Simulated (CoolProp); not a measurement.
C2F6 (R116) at 293.15 K and 0.524 MPa flows at 1.3 m/s in a round tube of 10 mm bore and 45 µm roughness, fully developed (64/Re and Nu = 3.66 if laminar; Colebrook and Gnielinski if turbulent). Each further row changes one setting.

Computed with CoolProp (reference Helmholtz-energy equation of state, Lemmon 2006). It is a short technical equation, of lower accuracy than the large ones.

| case | Reynolds number | Darcy friction factor | pressure drop (Pa/m) | heat-transfer coefficient (W/(m² K)) | mass flow (kg/h) |
|---|---|---|---|---|---|
| as stated | 29600 | 0.0325 | (withheld) | 148 | 11.6 |
| velocity 2.6 m/s | 59200 | 0.0311 | 331 | (withheld) | 23.2 |
| diameter 20 mm | 59200 | (withheld) | 35.6 | 122 | 46.4 |

Problem. What belongs in the gaps?

Solution. 
- as stated, pressure drop (Pa/m): 86.7
- velocity 2.6 m/s, heat-transfer coefficient (W/(m² K)): 287
- diameter 20 mm, Darcy friction factor: 0.0267

Viscosity comes from a separate model (Huber 2003), an estimate that may be off by 10 % or more. Thermal conductivity comes from a separate model (Huber 2003), an estimate that may be off by 10 % or more.
